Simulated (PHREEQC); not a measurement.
Solution (20 °C): 1.4 mmol/kgw Cu(NO3)2. Closed to the air; pH follows from the charge balance.

Computed with PHREEQC (ion-association model, wateq4f.dat).

This is a speciation only: nothing precipitates in the calculation.

Question: Predict the pH.

Answer: pH 5.25.

Species that the database lacks are ignored.
